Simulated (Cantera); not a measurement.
Feed: 1 mol BF₃, 25 mol NH₃, at 802 °C and 10.0 Torr.

Method: chemical equilibrium by Gibbs-energy minimisation in Cantera with the NASA 1993 tables (ideal gas, pure condensed phases). Candidate condensed phases: B, BN; 31 gas species. The numbers say what is thermodynamically allowed, not how fast it happens.

Base state: H₂ 0.731, N₂ 0.244, BF₃ 0.0166, HF 0.00891, BHF₂ 2.13e-5 (mole fractions); condensed: BN(s).

Q: What changes in the equilibrium state with this change: temperature from 802 °C to 1427 °C?

A: 
```
species      before     after
----------  -------  --------
H₂            0.731     0.723
N₂            0.244     0.242
HF          0.00891    0.0184
BF₃          0.0166    0.0105
BF            <1e-9   0.00104
BF₂         1.42e-7   0.00277
H           1.09e-7   0.00108
BHF₂        2.13e-5  0.000996
BN(s), mol    0.151     0.214
```
The tables' values for BF₂ are old estimates; treat these amounts as uncertain.
